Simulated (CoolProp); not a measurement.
Decamethylcyclopentasiloxane (D5) at several states: density (kg/m³) from the reference equation and from simpler models built on Tc = 618.3 K, pc = 1.078 MPa, ω = 0.631; each cubic takes its own stable root.

Model: reference Helmholtz-energy equation of state, Thol 2019, in CoolProp.

```tsv
T (K)	p (MPa)	phase	reference	van der Waals	Soave-Redlich-Kwong	Peng-Robinson
349.9	0.115	liquid	898.6	490.5	775.2	(withheld)
444.5	0.0515	liquid	792.9	(withheld)	693.9	784.0
482.6	1.03	liquid	(withheld)	(withheld)	659.1	744.6
555.8	2.96	liquid	668.2	421.9	588.4	661.5
376.3	2.14	liquid	875.0	495.7	763.5	857.9
392.3	0.132	liquid	852.8	467.6	743.6	837.6
```

### Question
What belongs in the gaps?

### Answer

- 349.9, Peng-Robinson: 871.3
- 444.5, van der Waals: 5.335
- 482.6, reference: 750.9
- 482.6, van der Waals: 427.0

At some of these states van der Waals gives the other phase, because its saturation line lies elsewhere.
